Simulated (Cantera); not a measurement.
Input (Python, Cantera) and output of one run.

```python
import numpy as np
import cantera as ct

gas_names = """
    CL CL2 N N2 Si SiCL SiCL2 SiCL3 SiCL4 SiN Si2 Si2N Si3
""".split()
cond_names = """
    Si(cr) Si(L) Si3N4(a)
""".split()


# ... load() reads the species with a 1 bar reference pressure and builds the phases ...
atoms = {
    'SiCl4': {'Si': 1, 'CL': 4},
    'N2': {'N': 2},
}
top_T = {'Si3N4(a)': 2400}  # K; cautious upper limits of use, not melting points


# ... equilibrate(T, P, feed) seeds the gas with the atoms and calls Mixture.equilibrate('TP', solver="vcs", rtol=1e-11, max_steps=5000) ...
results = []
feed = {'SiCl4': 1, 'N2': 0.56}  # mol
P = 71000  # Pa
for T in [1248, 1298, 1348, 1398, 1448, 1498, 1548, 1598, 1648, 1698, 1748, 1798]:
    mix = equilibrate(T, P, feed)
    results.append((T, P, feed, dict(zip(mix.species_names, mix.species_moles))))

top = {s: max(r[3][s] / sum(r[3][g] for g in gas_names) for r in results) for s in gas_names}
cols = sorted((s for s in top if top[s] > 0.001), key=lambda s: -top[s])[:9]
seen = [c for c in cond_names if any(r[3].get(c, 0) > 1e-12 for r in results)]
print("log10 of partial pressures in bar; condensed amounts in mol")
print(f"{'T/K':>10s}" + "".join(f"{s[:9]:>10s}" for s in cols + seen))
for T, P, feed, n in results:
    ng = sum(n[g] for g in gas_names)
    print(f"{T:10.4g}" + "".join(f"{np.log10(max(n[s] / ng * P / 1e5, 1e-99)):10.3f}" for s in cols)
          + "".join(f"{n.get(c, 0):10.4g}" for c in seen))
```

Result:

```
log10 of partial pressures in bar; condensed amounts in mol
       T/K     SiCL4        N2     SiCL3        CL       CL2
      1248    -0.342    -0.594    -4.282    -4.566    -4.900
      1298    -0.342    -0.594    -3.982    -4.233    -4.638
      1348    -0.342    -0.594    -3.703    -3.926    -4.397
      1398    -0.342    -0.594    -3.444    -3.641    -4.176
      1448    -0.343    -0.594    -3.203    -3.377    -3.972
      1498    -0.343    -0.594    -2.977    -3.131    -3.783
      1548    -0.344    -0.595    -2.766    -2.901    -3.607
      1598    -0.346    -0.595    -2.569    -2.686    -3.444
      1648    -0.348    -0.596    -2.384    -2.485    -3.292
      1698    -0.352    -0.597    -2.211    -2.295    -3.149
      1748    -0.356    -0.599    -2.050    -2.117    -3.015
      1798    -0.363    -0.601    -1.899    -1.949    -2.890
```

These are equilibrium values from Cantera (NASA tables, ideal gas, pure condensed phases), not measurements of a reactor. The tables' values for SiCl3 are old estimates; treat these amounts as uncertain.
